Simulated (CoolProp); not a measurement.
Toluene along the isobar 18.3 MPa: fugacity coefficient from the reference equation and from simpler models built on Tc = 318.6 °C, pc = 4.126 MPa, ω = 0.266; each cubic takes its own stable root.

The numbers come from the reference Helmholtz-energy equation of state, Lemmon 2006 in CoolProp. It is a short technical equation, of lower accuracy than the large ones.

| T (°C) | phase | reference | Redlich-Kwong | Soave-Redlich-Kwong | Peng-Robinson |
|---|---|---|---|---|---|
| 9.05 | liquid | 0.0001939 | 0.0006522 | 0.0002076 | 0.0002069 |
| 22.05 | liquid | 0.0003900 | 0.001208 | 0.0004155 | 0.0004077 |
| 35.05 | liquid | 0.0007309 | 0.002093 | 0.0007765 | 0.0007522 |
| 48.05 | liquid | 0.001288 | 0.003422 | 0.001368 | 0.001310 |
| 61.05 | liquid | 0.002153 | 0.005324 | 0.002286 | 0.002170 |
| 74.05 | liquid | 0.003432 | 0.007934 | 0.003651 | 0.003436 |
| 87.05 | liquid | 0.005248 | 0.01138 | 0.005596 | 0.005233 |
| 100.05 | liquid | 0.007735 | 0.01580 | 0.008274 | 0.007693 |
| 113.05 | liquid | 0.01103 | 0.02130 | 0.01184 | 0.01096 |
| 126.05 | liquid | 0.01529 | 0.02799 | 0.01647 | 0.01518 |
| 139.05 | liquid | 0.02063 | 0.03593 | 0.02231 | 0.02049 |
| 152.05 | liquid | 0.02718 | 0.04518 | 0.02952 | 0.02704 |
| 165.05 | liquid | 0.03506 | 0.05577 | 0.03823 | 0.03495 |
| 178.05 | liquid | 0.04436 | 0.06772 | 0.04856 | 0.04432 |
| 191.05 | liquid | 0.05515 | 0.08101 | 0.06060 | 0.05523 |
